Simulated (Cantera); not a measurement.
A Cantera script and its output.

```python
import numpy as np
import cantera as ct

gas = ct.Solution("gri30.yaml")
gas.TPX = 1800, 61000, {'CH4': 1, 'O2': 2.27, 'N2': 8.55, 'CO2': 0.86}
reactor = ct.IdealGasReactor(gas, energy="on", clone=False)
net = ct.ReactorNet([reactor])
net.rtol, net.atol = 1e-08, 1e-16
show = ['CH4', 'O2', 'CO2', 'CH2CO', 'NO2', 'HCO', 'N2O']
times = np.geomspace(6e-06, 0.5, 16)

steps = ct.SolutionArray(gas, extra=["t"])
rows = []
print(f"{'t/s':>10s}{'T/K':>9s}{'P/Pa':>11s}" + "".join(f"{s:>11s}" for s in show))
for t in times:
    while net.time < t:
        t_next = net.step()
        steps.append(gas.state, t=t_next)
    rows.append([np.interp(t, steps.t, y) for y in (steps.T, steps.P, *steps(*show).X.T)])
    print(f"{t:10.3e}{rows[-1][0]:9.1f}{rows[-1][1]:11.4g}" + "".join(f"{x:11.3e}" for x in rows[-1][2:]))
rate = np.gradient(steps.T, steps.t)
print("integrator steps:", len(steps.t))
if steps.T.max() > steps.T[0] + 200:
    print(f"time of steepest temperature rise: {steps.t[rate.argmax()]:.4e} s")
gas.TPX = 1800, 61000, {'CH4': 1, 'O2': 2.27, 'N2': 8.55, 'CO2': 0.86}
gas.equilibrate("UV")
print(f"equilibrium (UV): T = {gas.T:.1f} K  " + "  ".join(f"{s} {gas[s].X[0]:.3e}" for s in show))
```

It prints:

```
       t/s      T/K       P/Pa        CH4         O2        CO2      CH2CO        NO2        HCO        N2O
 6.000e-06   1799.8  6.099e+04  7.882e-02  1.790e-01  6.782e-02  2.106e-13  6.030e-17  1.346e-10  5.070e-11
 1.277e-05   1799.6  6.099e+04  7.876e-02  1.790e-01  6.782e-02  1.001e-11  7.270e-16  8.456e-10  1.824e-10
 2.718e-05   1799.3  6.098e+04  7.860e-02  1.789e-01  6.782e-02  4.995e-10  8.860e-15  6.460e-09  6.891e-10
 5.785e-05   1799.1  6.099e+04  7.795e-02  1.786e-01  6.781e-02  3.678e-08  1.229e-13  7.509e-08  2.584e-09
 1.231e-04   1813.5  6.158e+04  7.228e-02  1.752e-01  6.771e-02  9.385e-06  4.585e-12  2.929e-06  1.334e-08
 2.621e-04   2710.5  9.763e+04  4.754e-16  4.693e-02  7.680e-02  1.638e-17  1.407e-07  5.611e-08  4.041e-07
 5.578e-04   2792.1  9.999e+04  7.949e-16  4.418e-02  8.098e-02  2.262e-17  9.402e-07  4.990e-08  5.901e-07
 1.187e-03   2789.1  9.982e+04  8.263e-16  4.230e-02  8.114e-02  2.289e-17  2.264e-06  4.927e-08  6.204e-07
 2.527e-03   2784.0  9.959e+04  8.495e-16  4.041e-02  8.118e-02  2.296e-17  3.581e-06  4.870e-08  6.708e-07
 5.378e-03   2781.9   9.95e+04  8.593e-16  3.965e-02  8.120e-02  2.298e-17  4.096e-06  4.848e-08  6.975e-07
 1.145e-02   2781.8  9.949e+04  8.601e-16  3.959e-02  8.120e-02  2.298e-17  4.134e-06  4.846e-08  6.996e-07
 2.436e-02   2781.8  9.949e+04  8.601e-16  3.959e-02  8.120e-02  2.298e-17  4.134e-06  4.846e-08  6.996e-07
 5.186e-02   2781.8  9.949e+04  8.601e-16  3.959e-02  8.120e-02  2.298e-17  4.134e-06  4.846e-08  6.996e-07
 1.104e-01   2781.8  9.949e+04  8.601e-16  3.959e-02  8.120e-02  2.298e-17  4.134e-06  4.846e-08  6.996e-07
 2.349e-01   2781.8  9.949e+04  8.601e-16  3.959e-02  8.120e-02  2.298e-17  4.134e-06  4.846e-08  6.996e-07
 5.000e-01   2781.8  9.949e+04  8.601e-16  3.959e-02  8.120e-02  2.298e-17  4.134e-06  4.846e-08  6.996e-07
integrator steps: 1627
time of steepest temperature rise: 1.7941e-04 s
equilibrium (UV): T = 2781.8 K  CH4 1.177e-15  O2 3.959e-02  CO2 8.120e-02  CH2CO 2.519e-17  NO2 4.134e-06  HCO 4.846e-08  N2O 6.996e-07
```

Model: GRI-Mech 3.0 (53 species, 325 reactions), integrated in Cantera.
